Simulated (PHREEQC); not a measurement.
Dissolve 6.66 mol/kgw KOH and 0.027 mol/kgw NaHCO3 at 25 °C. Closed to the air; pH follows from the charge balance.

Equilibrium calculation in PHREEQC: Pitzer model, pitzer.dat.

No solid was allowed to form.

What pH, osmotic coefficient, density does the model give?

pH 15.82; osmotic coefficient 1.811; density 1.224 g/cm³.

In brines, pH and single-ion activities rest on the MacInnes convention.
